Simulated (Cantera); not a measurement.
What does this Cantera script print?

```python
import numpy as np
import cantera as ct

gas = ct.Solution("h2o2.yaml")
gas.TPX = 300, 100000, {'H2': 1, 'O2': 0.208, 'N2': 0.783}
flame = ct.FreeFlame(gas, width=0.04)
flame.set_refine_criteria(ratio=3, slope=0.08, curve=0.16)
flame.transport_model = "mixture-averaged"
flame.solve(loglevel=0, auto=True)
z, T = flame.grid, flame.T
thick = (T[-1] - T[0]) / np.gradient(T, z).max()
show = ['H2', 'O2', 'OH', 'HO2', 'H2O2', 'H2O']
print(f"laminar burning velocity  {flame.velocity[0] * 100:.3f} cm/s")
print(f"burnt temperature         {T[-1]:.1f} K")
print(f"thermal thickness         {thick * 1e3:.4f} mm")
print(f"grid points               {len(z)}")
z0 = z[flame.heat_release_rate.argmax()]
print(f"{'z/mm':>9s}{'T/K':>9s}{'u/(m/s)':>9s}" + "".join(f"{s:>11s}" for s in show))
rows = []
for k in (-3, -2, -1.5, -1, -0.5, -0.25, 0, 0.25, 0.5, 1, 2, 4, 8):
    zz = z0 + k * thick
    rows.append([k * thick, np.interp(zz, z, T), np.interp(zz, z, flame.velocity),
                 *(np.interp(zz, z, flame.X[gas.species_index(s)]) for s in show)])
    print(f"{rows[-1][0] * 1e3:9.3f}{rows[-1][1]:9.1f}{rows[-1][2]:9.3f}" + "".join(f"{x:11.3e}" for x in rows[-1][3:]))
```

It prints:

```
laminar burning velocity  273.924 cm/s
burnt temperature         1918.8 K
thermal thickness         0.3412 mm
grid points               129
     z/mm      T/K  u/(m/s)         H2         O2         OH        HO2       H2O2        H2O
   -1.024    300.0    2.739  5.023e-01  1.045e-01  5.170e-16  1.151e-12  1.320e-13  1.048e-11
   -0.682    300.0    2.739  5.023e-01  1.045e-01  3.407e-14  5.959e-11  6.925e-12  4.977e-10
   -0.512    300.0    2.739  5.022e-01  1.045e-01  7.745e-12  2.972e-09  3.513e-10  2.165e-08
   -0.341    300.4    2.742  5.021e-01  1.045e-01  1.349e-09  1.084e-07  1.320e-08  7.034e-07
   -0.171    324.6    2.940  4.974e-01  1.053e-01  5.606e-06  6.504e-05  8.618e-06  3.478e-04
   -0.085    563.2    4.951  4.708e-01  1.015e-01  6.723e-04  3.512e-04  9.428e-05  1.603e-02
    0.000    951.0    8.127  4.147e-01  8.146e-02  6.799e-04  1.150e-04  2.055e-05  6.620e-02
    0.085   1241.8   10.504  3.481e-01  4.475e-02  1.307e-03  4.913e-05  1.193e-06  1.393e-01
    0.171   1403.2   11.852  3.058e-01  1.569e-02  1.552e-03  1.637e-05  4.530e-07  1.943e-01
    0.341   1529.5   12.868  2.901e-01  1.355e-03  1.468e-03  1.315e-06  2.045e-07  2.227e-01
    0.682   1628.9   13.617  2.964e-01  8.632e-05  1.483e-03  8.942e-08  1.375e-07  2.266e-01
    1.365   1719.9   14.283  3.047e-01  3.908e-05  1.341e-03  4.454e-08  8.054e-08  2.284e-01
    2.730   1795.3   14.824  3.119e-01  1.922e-05  1.057e-03  2.400e-08  3.976e-08  2.301e-01
```

Computed with Cantera and the H2/O2 subset of GRI-Mech 3.0, which has no nitrogen chemistry. Burning velocities carry a grid error of a few per cent, more on coarse grids.
